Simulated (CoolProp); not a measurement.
A single-stage vapour-compression cycle with isobutane: evaporating at 277.15 K (dew point), condensing at 337.15 K (bubble point), superheat 5 K, subcooling 2 K, compressor efficiency 0.9, no pressure losses. Each further row changes one setting.

The numbers come from the reference Helmholtz-energy equation of state, Bücker 2006 in CoolProp.

```tsv
case	cooling COP	pressure ratio	discharge temperature (K)	refrigerating effect (kJ/kg)	volumetric capacity (kJ/m³)
as stated	2.99	5.28	337.6	214	1020
evaporating temperature 282.15 K	3.42	4.46	337.6	221	1230
condensing temperature 332.15 K	3.41	___	333.3	227	1080
subcooling 7 K	___	5.28	337.6	227	1080
superheat 15 K	3.08	5.28	347.0	231	___
compressor efficiency 0.8	2.66	5.28	341.8	214	1020
```

**Question.** What belongs in the gaps?

**Answer.** 
- condensing temperature 332.15 K, pressure ratio: 4.71
- subcooling 7 K, cooling COP: 3.18
- superheat 15 K, volumetric capacity (kJ/m³): 1050
